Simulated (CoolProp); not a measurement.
Vapour-liquid equilibrium of carbon dioxide (1) + R125 (2) at 518 kPa; x and y are mole fractions of (1).

Model: multi-fluid Helmholtz-energy mixture model, Span 1996 and Lemmon 2005; pair parameters Bell 2016, in CoolProp.

```
x      bubble temperature, mixture model (°C)  bubble temperature, Raoult's law (°C)  y, mixture model  y, Raoult's law
-----  --------------------------------------  -------------------------------------  ----------------  ---------------
0.05                                    -14.7                                  -13.9             0.227            0.228
0.125                                   -23.4                                  -21.3             0.467            0.457
0.2                                     -30.3                                  -27.2             0.618            0.605
0.275                                   -35.6                                  -32.1             0.716            0.707
0.35                                    -39.7                                  -36.2             0.781            0.779
0.425                                   -42.9                                  -39.7             0.827            0.833
0.5                                     -45.6                                  -42.8             0.862            0.874
0.575                                   -47.8                                  -45.5             0.889            0.906
0.65                                    -49.6                                  -47.9             0.911            0.931
0.725                                   -51.3                                  -50.1             0.931            0.951
0.8                                     -52.8                                  -52.1             0.950            0.968
0.875                                   -54.2                                  -53.9             0.968            0.982
0.95                                    -55.6                                  -55.5             0.987            0.993
```

The largest gap from Raoult's law is -3.5 K in bubble temperature, at x = 0.35. No azeotrope shows between x = 0.05 and 0.95.

The pair parameters rest on a limited set of measurements; away from them the model extrapolates.
